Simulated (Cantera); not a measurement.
Ammonia decomposition in nitride growth gas

An isothermal, constant-pressure homogeneous reactor starts with NH3 : H2 : N2 = 1 : 1.2 : 0.16 (molar parts), at 2075 K and 0.580 bar.

Detailed kinetics in Cantera: the gas-phase N/H chemistry of the illustrative SiF4/NH3 mechanism in the Surface Chemkin manual (1991). Walls and surfaces, which speed up NH3 decomposition in real reactors, are not modelled.

```tsv
t (s)	x NH3	x H2	x N2	x N2H2	x H	x NH2	x N2H4
4.00e-6	0.424	0.508	0.0678	9.70e-10	1.35e-5	3.26e-5	1.52e-10
3.00e-5	0.423	0.508	0.0678	1.04e-7	9.83e-5	0.000243	8.79e-9
0.000225	0.421	0.510	0.0682	3.24e-6	0.000394	0.000967	1.40e-7
0.00169	0.398	0.525	0.0750	3.22e-6	0.000423	0.000956	1.36e-7
0.0126	0.271	0.614	0.114	1.97e-6	0.000560	0.000738	8.14e-8
0.0949	0.0281	0.783	0.188	1.39e-7	0.00148	0.000159	3.77e-9
0.711	0.000219	0.801	0.196	6.17e-11	0.00315	2.56e-6	<1e-12
5.33	2.26e-5	0.801	0.196	1.07e-12	0.00315	2.65e-7	<1e-12
40.0	4.04e-6	0.801	0.196	<1e-12	0.00315	4.74e-8	<1e-12
300	3.27e-6	0.801	0.196	<1e-12	0.00315	3.84e-8	<1e-12
```
x: mole fraction; the columns are a selection and need not sum to one.

Equilibrium at this temperature and pressure: NH3 3.27e-6, H2 0.801, N2 0.196, N2H2 <1e-12, H 0.00315, NH2 3.84e-8, N2H4 <1e-12 (gas phase only).
